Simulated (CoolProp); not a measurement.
Vapour-liquid equilibrium of carbon dioxide (1) + sulfur dioxide (2) at -43.55 °C; x and y are mole fractions of (1).

Values from CoolProp's multi-fluid Helmholtz-energy mixture model, Span 1996 and Gao 2016; pair parameters Bell 2016.

Q: Give the bubble pressure and the first vapour's composition at x = 0.25, 0.55, 0.65. Is there an azeotrope?

A: x = 0.25: 2.909 bar, y = 0.950; x = 0.55: 5.443 bar, y = 0.981; x = 0.65: 6.140 bar, y = 0.985. No azeotrope shows between x = 0.05 and 0.95.

Pair parameters are fitted to limited data, so mixtures are less certain than the pure fluids.
